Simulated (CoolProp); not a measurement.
Properties of cyclopentane along the isotherm 519 K (Tc = 511.7 K, pc = 4.583 MPa, ω = 0.202).

Model: reference Helmholtz-energy equation of state, Gedanitz 2015, in CoolProp.

```tsv
p (MPa)	phase	Z	cv (kJ/(kg K))	speed of sound (m/s)	Joule-Thomson coefficient (K/MPa)	expansivity (1/kK)	fugacity coefficient
0.43	gas	0.9677	2.124	247.6	6.923	2.145	0.9685
0.859	gas	0.9341	2.132	239.9	7.245	2.405	0.9375
1.29	gas	0.8988	2.141	231.8	7.616	2.725	0.9066
1.72	gas	0.8616	2.150	223.1	8.047	3.123	0.8762
2.15	gas	0.8221	2.161	213.9	8.556	3.636	0.8460
2.58	gas	0.7797	2.173	203.8	9.169	4.321	0.8160
3.01	gas	0.7334	2.187	192.6	9.929	5.289	0.7860
3.44	gas	0.6817	2.203	180.2	10.90	6.764	0.7560
3.87	gas	0.6220	2.223	165.9	12.19	9.312	0.7258
4.3	gas	0.5482	2.249	149.0	13.96	14.82	0.6949
4.73	supercritical	0.4427	2.287	129.1	15.94	34.93	0.6626
5.16	supercritical	0.2652	2.317	129.8	10.15	79.37	0.6265
5.59	supercritical	0.2380	2.289	174.5	5.000	22.28	0.5898
6.01	supercritical	0.2403	2.275	207.9	3.373	13.57	0.5581
6.44	supercritical	0.2478	2.266	235.4	2.534	10.05	0.5297
6.87	supercritical	0.2571	2.260	258.8	2.024	8.161	0.5047
```
